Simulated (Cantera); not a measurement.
Al(CH₃)₃ + NH₃ + N₂ + N₂O (aluminium nitride and oxide growth)

Charge: 1 mol Al(CH₃)₃, 0.56 mol NH₃, 1.4 mol N₂, 1.7 mol N₂O, at 13.3 mbar.

Method: chemical equilibrium by Gibbs-energy minimisation in Cantera with the NASA 1993 tables (ideal gas, pure condensed phases). Candidate condensed phases: Al, AlN, Al₂O₃, C, C₆H₆, C₇H₈, C₈H₁₈, H₂O; 148 gas species. The feed counts by its element totals alone. Mutual solubility and eutectic melting of coexisting phases are not modelled. Condensed phases not in the tables: aluminium oxynitride. Kinetics and transport are ignored.

At 1300 K the condensed part is Al₂O₃(s) + C(graphite). From 1400 K to 1500 K the condensed part is AlN(s) + Al₂O₃(s) + C(graphite). From 1600 K to 1900 K the condensed part is AlN(s) + C(graphite).

```
T (K)   x H₂   x N₂    x CO       x H     x HCN      x Al  n Al₂O₃(s)  n C(graphite)  n AlN(s)
-----  -----  -----  ------  --------  --------  --------  ----------  -------------  --------
1300   0.599  0.379  0.0224   7.41e-6   9.86e-5  8.43e-12       0.500           2.80         0
1400   0.588  0.363  0.0491   3.23e-5  0.000229   1.73e-9       0.418           2.55     0.164
1500   0.539  0.292   0.169  0.000112  0.000419   7.44e-8     0.00927           1.32     0.981
1600   0.538  0.290   0.171  0.000345  0.000808   1.81e-6           0           1.29     1.000
1700   0.537  0.289   0.171  0.000935   0.00144   3.00e-5           0           1.28     1.000
1800   0.535  0.289   0.171   0.00227   0.00241  0.000363           0           1.27     0.996
1900   0.529  0.288   0.170   0.00500   0.00380   0.00337           0           1.26     0.964
```
x: gas mole fraction; n: condensed amount in mol.
